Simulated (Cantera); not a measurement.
Charge: 1 mol Si, 0.64 mol CO2, 100 mol N2, at 1873 K and 1.33 mbar.

These are equilibrium values from Cantera (NASA tables, ideal gas, pure condensed phases), not measurements of a reactor. Candidate condensed phases: C, Si, SiC, SiO2, Si2N2O, Si3N4; 34 gas species. The tables' values for SiN are old estimates; treat these amounts as uncertain. Equilibrium is a limit: real reactors are often held back by kinetics, nucleation or transport.

What is the equilibrium state?


| Property | Result |
|---|---|
| x(N2) | 0.984 |
| x(SiO) | 0.00660 |
| x(CO) | 0.00600 |
| x(Si) | 0.00279 |
| x(Si2C) | 4.30e-5 |
| x(SiN) | 3.64e-5 |
| x(Si2N) | 2.29e-5 |
| x(Si2) | 8.81e-6 |
| n(SiC(s)) | 0.0263 mol |
| gas amount | 101.6 mol |
| log10 activity of Si(l) (absent) | -0.37 |
| log10 activity of C(graphite) (absent) | -1.10 |
